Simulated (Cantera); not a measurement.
**Oxide etching and cleaning by halides: B2O3 + HCl + N2 + F2**

A closed system holds: 1 mol B2O3, 47 mol HCl, 0.78 mol N2, 20 mol F2, held at 825 K and 69.0 mbar.

Method: chemical equilibrium by Gibbs-energy minimisation in Cantera with the NASA 1993 tables (ideal gas, pure condensed phases). Candidate condensed phases: B, BN, B2O3, B3O3H3, H2O, NH4Cl; 75 gas species. The numbers say what is thermodynamically allowed, not how fast it happens.

```yaml
x(HF): 0.500
x(Cl2): 0.257
x(HCl): 0.178
x(BF3): 0.0294
x(O2): 0.0187
x(N2): 0.0115
x(H2O): 0.00672
x(Cl): 3.17e-5
x(H2F2): 1.43e-6
gas_amount: 68.05 mol
log10 activity of B(s) (absent): -36.44
log10 activity of B3O3H3(s) (absent): -74.44
```
